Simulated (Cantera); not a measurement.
An isothermal, constant-pressure homogeneous reactor starts with CO : O₂ : H₂O : N₂ = 0.0053 : 0.0028 : 0.0032 : 1 (molar parts), equivalence ratio 0.95, at 1023 K and 8.39 atm.

Detailed kinetics in Cantera: GRI-Mech 3.0 (53 species, 325 reactions).

One state of this run: x CO = 0.00190; x O₂ = 0.00110; x H₂O = 0.00316; x CO₂ = 0.00335; x OH = 6.64e-9. x: mole fraction; the columns are a selection and need not sum to one.

Task: Which value of t (s) does it belong to?
A. 0.0126
B. 4.00
C. 0.0400
D. 0.00126

Result: B, 4.00
